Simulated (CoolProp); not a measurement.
Vapour-liquid equilibrium of R1234yf (1) + isobutane (2) at -35.75 °C; x and y are mole fractions of (1).

The numbers come from the multi-fluid Helmholtz-energy mixture model, Lemmon 2022 and Bücker 2006; pair parameters Bell 2016 in CoolProp.

### Question
Give the bubble pressure and the first vapour's composition at x = 0.05, 0.65, 0.95. Is there an azeotrope?

### Answer
x = 0.05: 46.59 kPa, y = 0.269; x = 0.65: 78.44 kPa, y = 0.721; x = 0.95: 77.79 kPa, y = 0.933. y crosses x between x = 0.8 and 0.95: the model has an azeotrope there.

The pair parameters rest on a limited set of measurements; away from them the model extrapolates.
